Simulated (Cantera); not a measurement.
An adiabatic, constant-volume homogeneous reactor starts with 9.33 % CO, 11.2 % H₂, 14.3 % O₂, 48.4 % N₂, 16.8 % H₂O, at 1373 K and 1.18 atm.

Model: GRI-Mech 3.0 (53 species, 325 reactions), integrated in Cantera.

Q: Predict: time of steepest temperature rise; temperature at 0.800 s; equilibrium temperature; x(CO) at 0.800 s; x(H₂) at 0.800 s; x(O₂) at 0.800 s; x(HO₂) at 0.800 s; x(NO) at 0.800 s.

A: 
```
Property                                                            Result
---------------------------------  ---------------------------------------
time of steepest temperature rise                                  25.2 µs
temperature at 0.800 s                                              2644 K
equilibrium temperature                                             2644 K
x(CO) at 0.800 s                     0.0198 (gas-phase equilibrium 0.0198)
x(H₂) at 0.800 s                     0.0104 (gas-phase equilibrium 0.0104)
x(O₂) at 0.800 s                     0.0465 (gas-phase equilibrium 0.0465)
x(HO₂) at 0.800 s                  1.33e-5 (gas-phase equilibrium 1.33e-5)
x(NO) at 0.800 s                     0.0112 (gas-phase equilibrium 0.0112)
```
